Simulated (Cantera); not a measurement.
Charge: 1 mol SiH2Cl2, 3.1 mol H2O, at 1.00 bar.

Cantera equilibrium calculation (NASA polynomials, part measured and part estimated; ideal gas, pure solids and liquids). Candidate condensed phases: H2O, Si, SiO2; 30 gas species. The tables hold silica as quartz up to 1696 K and as liquid above; real silica turns to tridymite and cristobalite and melts near 1996 K. Gases not in the tables: Si(OH)4. Kinetics and transport are ignored.

x: gas mole fraction; n: condensed amount in mol.

| T (°C) | x HCl | x H2 | x H2O | x H | x Cl | n SiO2(α-quartz) | n SiO2(β-quartz) | n SiO2(condensed) | n SiO2(l) |
|---|---|---|---|---|---|---|---|---|---|
| 425 | 0.392 | 0.392 | 0.216 | <1e-12 | <1e-12 | 1.00 | 0 | 0 | 0 |
| 625 | 0.392 | 0.392 | 0.216 | … | … | 0 | 1.00 | 0 | 0 |
| 825 | 0.392 | 0.392 | 0.216 | 1.55e-8 | 1.39e-8 | 0 | 1.00 | 0 | 0 |
| 1025 | 0.392 | 0.392 | 0.216 | 6.71e-7 | 5.66e-7 | 0 | 1.00 | 0 | 0 |
| 1225 | 0.392 | 0.392 | 0.216 | 1.08e-5 | 8.68e-6 | 0 | 1.00 | 0 | 0 |
| 1425 | 0.392 | 0.392 | 0.216 | … | … | 0 | 0 | 1.000 | 0 |
| 1625 | 0.392 | 0.392 | 0.216 | 0.000489 | 0.000369 | 0 | 0 | 1.000 | 0 |
| 1825 | 0.390 | 0.391 | 0.216 | 0.00192 | 0.00141 | 0 | 0 | 0 | 0.997 |

Question: Fill in the missing entries.

Answer: 
- 625, x H: 6.85e-11
- 625, x Cl: 6.70e-11
- 1425, x H: 9.05e-5
- 1425, x Cl: 7.04e-5
